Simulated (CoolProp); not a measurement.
Values from CoolProp's reference Helmholtz-energy equation of state, Akasaka 2020.

Task: For R1123, give the phase and the Z, cp (kJ/(kg K)), speed of sound (m/s), Joule-Thomson coefficient (K/MPa) at -35.25 °C and 37.2 bar; 19.15 °C and 37.2 bar.

Result: 
- -35.25 °C and 37.2 bar: liquid; Z 0.121, cp 1.32, speed of sound 714, Joule-Thomson coefficient -0.225
- 19.15 °C and 37.2 bar: liquid; Z 0.119, cp 1.58, speed of sound 427, Joule-Thomson coefficient 0.273
